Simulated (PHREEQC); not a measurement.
A made-up water analysis in mg/L, 25 °C, pH 3.66, pe 12.3: Na 76.6; K 39.3; Ca 7.49; Mg 25.3; Cl 6.69; S(6) as SO4 344; Zn 0.937.

Valence states are taken as typed.

Equilibrium calculation in PHREEQC: ion-association model, phreeqc.dat.

No solid was allowed to form.

**Question.** Order these Zn species by the share of Zn that they hold, largest first: Zn(SO4)2-2, ZnSO4, Zn+2.

**Answer.** Zn+2 (75 %), ZnSO4 (24 %), Zn(SO4)2-2 (0.64 %)

The pH is 3.66 and the ionic strength 0.0107 mol/kgw.
